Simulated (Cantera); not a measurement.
A freely propagating, adiabatic, planar premixed flame of 37.5 % H2, 12.5 % O2, 46.9 % N2, 3.08 % H2O, equivalence ratio 1.5, unburnt at 500 K and 3750 Torr; mixture-averaged transport, grid criteria slope 0.08 and curve 0.16, no radiation.

Detailed kinetics in Cantera: the H2/O2 subset of GRI-Mech 3.0, which has no nitrogen chemistry. The hydrogen kinetics of GRI-Mech 3.0 are dated; newer H2 mechanisms differ, most at raised pressure. Burning velocities carry a grid error of a few per cent, more on coarse grids.

x: mole fraction of selected species; z is measured from the peak of heat release.

```
z (mm)   T (K)  u (m/s)   x H2      x O2   x H2O       x O   x H2O2      x H
-------  -----  -------  -----  --------  ------  --------  -------  -------
-0.150     500     6.13  0.375     0.125  0.0308     <1e-8    <1e-8    <1e-8
-0.100     500     6.13  0.375     0.125  0.0308     <1e-8    <1e-8    <1e-8
-0.0750    500     6.13  0.375     0.125  0.0308     <1e-8    <1e-8    <1e-8
-0.0500    501     6.13  0.374     0.125  0.0308   3.56e-8  3.90e-8    <1e-8
-0.0250    544     6.55  0.362     0.127  0.0330   6.03e-6  1.59e-5  1.89e-5
-0.0125    ___     9.64    ___     0.120     ___       ___      ___      ___
0         1277     14.4  0.253    0.0909   0.128   0.00174  3.80e-5   0.0166
0.0125    1605     17.9  0.183    0.0478   0.211   0.00353  5.31e-6   0.0354
0.0250    1786     19.8  0.145    0.0204   0.262   0.00346  2.79e-6   0.0442
0.0500    1948     21.5  0.127       ___   0.292       ___      ___   0.0420
0.100     2081     22.7  0.128   0.00166   0.303   0.00147  7.69e-7   0.0310
0.200     2187     23.7  0.132  0.000770   0.309  0.000710  4.21e-7   0.0204
0.400     2262     24.4  0.135  0.000309   0.315  0.000283  2.19e-7   0.0124
```

### Question
Complete the blanks.

### Answer

- -0.0125, T (K): 828
- -0.0125, x H2: 0.323
- -0.0125, x H2O: 0.0586
- -0.0125, x O: 0.000210
- -0.0125, x H2O2: 9.37e-5
- -0.0125, x H: 0.00235
- 0.0500, x O2: 0.00495
- 0.0500, x O: 0.00248
- 0.0500, x H2O2: 1.47e-6
